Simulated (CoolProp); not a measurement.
Vapour-liquid equilibrium of R1234yf (1) + R134a (2) at 271.1 K; x and y are mole fractions of (1).

Model: multi-fluid Helmholtz-energy mixture model, Lemmon 2022 and Tillner-Roth 1994; pair parameters Bell 2022, in CoolProp.

Problem. Give the bubble pressure and the first vapour's composition at x = 0.05, 0.2, 0.8. Is there an azeotrope?

Solution. x = 0.05: 0.2765 MPa, y = 0.065; x = 0.2: 0.2881 MPa, y = 0.234; x = 0.8: 0.3010 MPa, y = 0.791. y crosses x between x = 0.65 and 0.725: the model has an azeotrope there.

Pair parameters are fitted to limited data, so mixtures are less certain than the pure fluids.
